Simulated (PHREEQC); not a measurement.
Model water analysis in mg/L, 25 °C, pH 6.25, pe 2.7:

```json
[
 {"constituent": "Na", "mg/L": "2630"},
 {"constituent": "K", "mg/L": "102"},
 {"constituent": "Ca", "mg/L": "139"},
 {"constituent": "Mg", "mg/L": "372"},
 {"constituent": "Cl", "mg/L": "5090"},
 {"constituent": "S(6) as SO4", "mg/L": "440"},
 {"constituent": "Alkalinity as HCO3", "mg/L": "0.0655"},
 {"constituent": "Zn", "mg/L": "3.28"}
]
```

Cl is adjusted to close the charge balance.
Valence states are taken as typed.

Computed with PHREEQC (ion-association model, phreeqc.dat).

Q: The ionic strength comes out as 0.174 mol/kgw. What activity coefficients do Zn+2, Ca+2, SO4-2, K+, ZnCl+ get?

A: Zn+2 0.31, Ca+2 0.33, SO4-2 0.31, K+ 0.72, ZnCl+ 0.73.

Precipitation was switched off in this run.
